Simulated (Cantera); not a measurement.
A perfectly stirred reactor is fed with 5.24 % CO, 1.83 % H₂, 3.40 % CH₄, 18.8 % O₂, 70.7 % N₂, at 1.01 bar; it is adiabatic with a 700 K inlet, and is followed from long to short residence time, starting on the burning branch (τ in s: 0.056, 0.025, 0.011, 0.0051, 0.0023, 0.001, 0.00045, 0.0002, 9.1e-05, 4.1e-05, 1.8e-05, 8.1e-06).

Model: GRI-Mech 3.0 (53 species, 325 reactions), integrated in Cantera.

x: mole fraction; the columns are a selection and need not sum to one.

| τ (s) | T (K) | x CO | x H₂ | x CH₄ | x H₂O | x NO | x CH₂O |
|---|---|---|---|---|---|---|---|
| 0.056 | 1976 | 0.00115 | 0.000213 | 4.35e-6 | 0.0881 | ___ | 6.20e-7 |
| 0.025 | 1966 | 0.00183 | 0.000334 | 7.40e-6 | 0.0876 | ___ | 1.10e-6 |
| 0.011 | 1949 | 0.00298 | 0.000540 | 1.25e-5 | 0.0868 | ___ | 1.91e-6 |
| 0.0051 | 1926 | 0.00465 | 0.000842 | 2.03e-5 | 0.0859 | ___ | 3.16e-6 |
| 0.0023 | 1890 | 0.00719 | 0.00130 | 3.45e-5 | 0.0845 | ___ | 5.32e-6 |
| 0.0010 | 1838 | 0.0110 | 0.00194 | 6.27e-5 | 0.0827 | ___ | 9.26e-6 |
| 0.00045 | 1769 | 0.0162 | 0.00271 | 0.000120 | 0.0806 | ___ | 1.64e-5 |
| 0.00020 | 1676 | 0.0245 | 0.00361 | 0.000269 | 0.0781 | ___ | 3.20e-5 |
| 9.1e-5 | 1546 | 0.0393 | 0.00493 | 0.000821 | 0.0752 | ___ | 7.73e-5 |
| 4.1e-5 | 700 | 0.0524 | 0.0183 | 0.0340 | <1e-12 | <1e-12 | <1e-12 |
| 1.8e-5 | 700 | 0.0524 | 0.0183 | 0.0340 | <1e-12 | <1e-12 | <1e-12 |
| 8.1e-6 | 700 | 0.0524 | 0.0183 | 0.0340 | <1e-12 | <1e-12 | <1e-12 |

Problem. Some entries are withheld; supply them.

Solution. 
- 0.056, x NO: 0.000142
- 0.025, x NO: 9.91e-5
- 0.011, x NO: 6.89e-5
- 0.0051, x NO: 4.78e-5
- 0.0023, x NO: 3.23e-5
- 0.0010, x NO: 2.24e-5
- 0.00045, x NO: 1.63e-5
- 0.00020, x NO: 1.07e-5
- 9.1e-5, x NO: 4.33e-6
